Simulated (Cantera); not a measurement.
Input: 1 mol SiCl4, 0.011 mol Cl2, 970 mol H2, held at 1.00 bar.

These are equilibrium values from Cantera (NASA tables, ideal gas, pure condensed phases), not measurements of a reactor. Candidate condensed phases: Si; 19 gas species. Equilibrium is a limit: real reactors are often held back by kinetics, nucleation or transport. All values below are at 727 °C.

Base state: H2 0.997, HCl 0.00224, SiHCl3 0.000373, SiH2Cl2 0.000126, SiCl4 0.000119, SiH3Cl 1.09e-5 (mole fractions); condensed: Si(s).

What changes in the equilibrium state with this change: pressure from 1.00 bar to 0.100 bar?


```tsv
species	before	after
H2	0.997	0.996
HCl	0.00224	0.00339
SiHCl3	0.000373	0.000128
SiH3Cl	1.09e-5	1.64e-6
SiH2Cl2	0.000126	2.87e-5
Si(s), mol	0.374	0.760
```
